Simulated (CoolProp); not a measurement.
A closed Brayton cycle with nitrogen: compressor inlet 328.15 K and 7.6 MPa, high pressure 26.5 MPa, turbine inlet 805 K, compressor efficiency 0.85, turbine efficiency 0.85, recuperator effectiveness 0.9 (on enthalpy, no pinch check). Each further row changes one setting.

Computed with CoolProp (reference Helmholtz-energy equation of state, Span 2000).

```tsv
case	thermal efficiency (%)	net work (kJ/kg)	compressor to turbine work	compressor exit (K)	turbine exit (K)
as stated	18.7	45.5	0.80	495.8	608.9
turbine inlet 755 K	13.9	31.2	0.86	495.8	569.3
compressor inlet 338.15 K	16.5	39.6	0.83	510.7	608.9
high pressure 22.5 MPa	21.5	47.9	0.76	470.3	631.4
recuperator effectiveness 0.5	15.5	45.5	0.80	495.8	608.9
```
